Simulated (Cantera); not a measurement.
Feed: 1 mol Si₃N₄, 0.52 mol N₂O, 180 mol H₂, equilibrated at 0.0100 bar.

Equilibrium computed with Cantera from the NASA thermochemical tables; the gas is ideal and each condensed phase is pure. Candidate condensed phases: H₂O, Si, SiO₂, Si₂N₂O, Si₃N₄; 35 gas species. Mutual solubility and eutectic melting of coexisting phases are not modelled. Kinetics and transport are ignored. All values below are at 1573 K.

Base state: H₂ 0.987, N₂ 0.0117, SiO 0.000746, H 0.000404 (mole fractions); condensed: Si(s) + Si₂N₂O(s).

What changes in the equilibrium state with this change: N₂O from 0.52 to 2.5 mol?


```csv
species,before,after
H₂,0.987,0.967
N₂,0.0117,0.0215
SiO,0.000746,0.0107
H₂O,2.79e-8,1.04e-5
H,0.000404,0.000400
"Si(s), mol",2.09,0
"Si₂N₂O(s), mol",0.384,0.502
```
